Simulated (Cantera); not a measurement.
Cantera run, input and output.

```python
import numpy as np
import cantera as ct

gas = ct.Solution("gri30.yaml")
gas.TPX = 1950, 16000, {'C2H6': 1, 'N2': 200}
reactor = ct.IdealGasConstPressureReactor(gas, energy="off", clone=False)
net = ct.ReactorNet([reactor])
net.rtol, net.atol = 1e-08, 1e-18
show = ['C2H6', 'CH4', 'H', 'HCN', 'C2H4']
times = np.geomspace(3e-06, 50, 11)

steps = ct.SolutionArray(gas, extra=["t"])
rows = []
print(f"{'t/s':>10s}{'T/K':>9s}{'P/Pa':>11s}" + "".join(f"{s:>11s}" for s in show))
for t in times:
    while net.time < t:
        t_next = net.step()
        steps.append(gas.state, t=t_next)
    rows.append([np.interp(t, steps.t, y) for y in (steps.T, steps.P, *steps(*show).X.T)])
    print(f"{t:10.3e}{rows[-1][0]:9.1f}{rows[-1][1]:11.4g}" + "".join(f"{x:11.3e}" for x in rows[-1][2:]))
rate = np.gradient(steps.T, steps.t)
print("integrator steps:", len(steps.t))
if steps.T.max() > steps.T[0] + 200:
    print(f"time of steepest temperature rise: {steps.t[rate.argmax()]:.4e} s")
gas.TPX = 1950, 16000, {'C2H6': 1, 'N2': 200}
gas.equilibrate("TP")
print(f"equilibrium (TP): T = {gas.T:.1f} K  " + "  ".join(f"{s} {gas[s].X[0]:.3e}" for s in show))
```

Output:

```
       t/s      T/K       P/Pa       C2H6        CH4          H        HCN       C2H4
 3.000e-06   1950.0    1.6e+04  4.426e-03  1.797e-06  4.788e-06  1.551e-11  1.925e-06
 1.582e-05   1950.0    1.6e+04  2.624e-03  4.258e-05  1.744e-04  3.891e-08  1.527e-04
 8.346e-05   1950.0    1.6e+04  6.737e-05  4.136e-04  1.140e-03  3.503e-05  1.549e-03
 4.402e-04   1950.0    1.6e+04  4.679e-07  3.660e-04  5.804e-04  1.193e-04  1.550e-04
 2.322e-03   1950.0    1.6e+04  2.977e-08  1.533e-04  3.175e-04  1.676e-04  5.877e-06
 1.225e-02   1950.0    1.6e+04  2.225e-09  5.243e-05  2.402e-04  2.033e-04  4.834e-07
 6.460e-02   1950.0    1.6e+04  4.554e-11  7.590e-06  2.352e-04  2.352e-04  7.543e-08
 3.407e-01   1950.0    1.6e+04  9.653e-14  2.945e-07  2.655e-04  2.444e-04  6.671e-08
 1.797e+00   1950.0    1.6e+04  1.388e-14  5.748e-08  2.843e-04  2.449e-04  6.652e-08
 9.479e+00   1950.0    1.6e+04  1.195e-14  4.002e-08  2.844e-04  2.458e-04  6.651e-08
 5.000e+01   1950.0    1.6e+04  1.198e-14  4.039e-08  2.844e-04  2.505e-04  6.648e-08
integrator steps: 1294
equilibrium (TP): T = 1950.0 K  C2H6 2.740e-15  CH4 4.512e-08  H 2.845e-04  HCN 9.440e-03  C2H4 2.811e-09
```

Detailed kinetics in Cantera: GRI-Mech 3.0 (53 species, 325 reactions). GRI-Mech 3.0 stops at C3 and has no aromatics, soot or wall deposition, so with more carbon than oxygen in the feed, carbon stays in small species such as C2H2 where larger ones or solid carbon would form.
